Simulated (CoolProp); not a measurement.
Saturation properties of C2F6 (R116) (Tc = 19.9 °C, pc = 3048 kPa, ω = 0.257).

Model: reference Helmholtz-energy equation of state, Lemmon 2006, in CoolProp. It is a short technical equation, of lower accuracy than the large ones.

| T (°C) | p (kPa) | vapour density (kg/m³) | enthalpy of vaporisation (kJ/kg) | liquid cp (kJ/(kg K)) | surface tension (mN/m) | liquid conductivity (mW/(m K)) |
|---|---|---|---|---|---|---|
| -94.35 | 38.52 | 3.659 | 123.7 | 0.9045 | 13.3 | 82.8 |
| -90.15 | 50.42 | 4.702 | 122.0 | 0.9136 | 12.7 | 81.0 |
| -85.95 | 65.06 | 5.965 | 120.3 | 0.9230 | 12.1 | 79.3 |
| -81.75 | 82.88 | 7.480 | 118.5 | 0.9329 | 11.6 | 77.6 |
| -77.55 | 104.3 | 9.279 | 116.7 | 0.9432 | 11.0 | 75.9 |
| -73.35 | 129.8 | 11.40 | 114.9 | 0.9540 | 10.4 | 74.2 |
| -69.25 | 159.2 | 13.81 | 113.0 | 0.9650 | 9.85 | 72.6 |
| -65.05 | 194.3 | 16.69 | 111.1 | 0.9769 | 9.29 | 70.9 |
| -60.85 | 235.0 | 20.00 | 109.0 | 0.9895 | 8.73 | 69.2 |
| -56.65 | 281.9 | 23.82 | 106.9 | 1.003 | 8.18 | 67.6 |
| -52.45 | 335.6 | 28.19 | 104.7 | 1.017 | 7.64 | 65.9 |
| -48.25 | 396.6 | 33.18 | 102.4 | 1.032 | 7.10 | 64.3 |
| -44.05 | 465.6 | 38.86 | 100.00 | 1.048 | 6.56 | 62.6 |
| -39.85 | 543.2 | 45.31 | 97.47 | 1.066 | 6.04 | 61.0 |

It boils at -78.1 °C under 1 atm.

Thermal conductivity comes from a separate model (Huber 2003), an estimate that may be off by 10 % or more. Surface tension comes from a separate correlation (Mulero 2012).
